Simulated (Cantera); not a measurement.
A closed system holds: 1 mol SiCl4, 1.1 mol HCl, 9.4 mol H2, at 1.33 mbar.

These are equilibrium values from Cantera (NASA tables, ideal gas, pure condensed phases), not measurements of a reactor. Candidate condensed phases: Si; 19 gas species. The tables' values for SiCl, SiCl3 are old estimates; treat these amounts as uncertain. Gases not in the tables: Si2H6 and higher silanes. Rates play no part. All values below are at 2248 K.

Base state: H2 0.489, HCl 0.249, H 0.141, Cl 0.0520, Si 0.0408, SiCl2 0.0219, SiCl 0.00545, SiH 0.000421 (mole fractions); condensed: gas only.

Task: What changes in the equilibrium state with this change: pressure from 1.33 mbar to 0.100 bar?

Result: 
```
species   before     after
-------  -------  --------
H2         0.489     0.651
HCl        0.249     0.246
SiCl2     0.0219    0.0727
H          0.141    0.0187
Si        0.0408   0.00246
Cl        0.0520   0.00514
SiHCl3   4.07e-8   1.00e-5
SiCl3    3.03e-5  0.000746
SiH2     1.70e-5  0.000102
Si2      6.70e-5   1.83e-5
SiCl     0.00545   0.00244
```
